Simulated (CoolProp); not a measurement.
Vapour-liquid equilibrium of carbon dioxide (1) + CH2F2 (R32) (2) at 11.6 bar; x and y are mole fractions of (1).

The numbers come from the multi-fluid Helmholtz-energy mixture model, Span 1996 and Tillner-Roth 1997; pair parameters Bell 2016 in CoolProp.

Problem. Give the bubble temperature and the first vapour's composition at x = 0.25, 0.35, 0.95. Is there an azeotrope?

Solution. x = 0.25: 265.5 K, y = 0.547; x = 0.35: 259.7 K, y = 0.669; x = 0.95: 238.4 K, y = 0.986. No azeotrope shows between x = 0.05 and 0.95.

The pair parameters rest on a limited set of measurements; away from them the model extrapolates.
